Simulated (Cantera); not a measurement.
An isothermal, constant-pressure homogeneous reactor starts with C₂H₆ : N₂ = 1 : 7.6 (molar parts), at 1773 K and 0.0610 bar. Integrator tolerance rtol = 1e-08.

Cantera simulation using GRI-Mech 3.0 (53 species, 325 reactions); the numbers are that mechanism's predictions, not measurements. GRI-Mech 3.0 stops at C3 and has no aromatics, soot or wall deposition, so with more carbon than oxygen in the feed, carbon stays in small species such as C2H2 where larger ones or solid carbon would form.

### Question
What does this change do: temperature 1773 to 1800 K?

### Answer
```json
[
 {"quantity": "x(C₂H₆) at 90.0 s", "before": "5.08e-10 (gas-phase equilibrium 2.38e-10)", "after": "3.58e-10 (gas-phase equilibrium 1.68e-10)"},
 {"quantity": "x(C₂H₄) at 90.0 s", "before": "3.04e-5 (gas-phase equilibrium 1.39e-5)", "after": "2.51e-5 (gas-phase equilibrium 1.13e-5)"},
 {"quantity": "x(H) at 90.0 s", "before": "0.000503 (gas-phase equilibrium 0.000503)", "after": "0.000633 (gas-phase equilibrium 0.000633)"},
 {"quantity": "x(C₂H₂) at 90.0 s", "before": "0.0942 (gas-phase equilibrium 0.0430)", "after": "0.0942 (gas-phase equilibrium 0.0425)"},
 {"quantity": "x(C₂H) at 90.0 s", "before": "1.96e-6 (gas-phase equilibrium 8.96e-7)", "after": "2.77e-6 (gas-phase equilibrium 1.25e-6)"}
]
```
